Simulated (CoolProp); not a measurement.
CH2F2 (R32) along the isobar 0.431 MPa: Z from the reference equation and from simpler models built on Tc = 351.3 K, pc = 5.783 MPa, ω = 0.277; each cubic takes its own stable root.

Model: reference Helmholtz-energy equation of state, Tillner-Roth 1997, in CoolProp.

```tsv
T (K)	phase	reference
310.3	gas	0.9534
318.6	gas	0.9578
326.9	gas	0.9617
335.2	gas	0.9651
343.6	gas	0.9681
351.9	gas	0.9708
360.2	gas	0.9732
368.5	gas	0.9753
376.8	gas	0.9773
385.1	gas	0.9790
393.4	gas	0.9806
401.7	gas	0.9821
410.1	gas	0.9834
418.4	gas	0.9846
426.7	gas	0.9857
435	gas	0.9867
```

How far does each simpler model (Redlich-Kwong, Peng-Robinson) lie from the reference over these 16 states: mean and median of the absolute difference, and the worst?


- Redlich-Kwong: mean 0.3 %, median 0.2 %, worst +1.0 % at 310.3 K and 0.431 MPa
- Peng-Robinson: mean 0.1 %, median 0.1 %, worst +0.4 % at 310.3 K and 0.431 MPa
